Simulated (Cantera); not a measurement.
Input: 1 mol CH₃SiH₃, 0.021 mol C₃H₈, 67 mol H₂, equilibrated at 1325 °C and 13300 Pa.

These are equilibrium values from Cantera (NASA tables, ideal gas, pure condensed phases), not measurements of a reactor. Candidate condensed phases: C, C₆H₆, C₇H₈, C₈H₁₈, Si, SiC; 87 gas species. The feed counts by its element totals alone. Rates play no part.

Base state: H₂ 1.000, CH₄ 0.000219, H 0.000146, C₂H₂ (acetylene) 2.69e-5 (mole fractions); condensed: C(graphite) + SiC(s).

Problem. What changes in the equilibrium state with this change: temperature from 1325 °C to 2052 °C?

Solution. 
| species | before | after |
|---|---|---|
| H₂ | 1.000 | 0.966 |
| H | 0.000146 | 0.0296 |
| Si | 7.32e-9 | 0.00219 |
| Si₂C | <1e-9 | 0.000192 |
| SiC₂ | <1e-9 | 0.000123 |
| C(graphite), mol | 0.0438 | 0 |
| SiC(s), mol | 1.000 | 0.777 |
Gases not in the tables: Si₂H₆ and higher silanes.
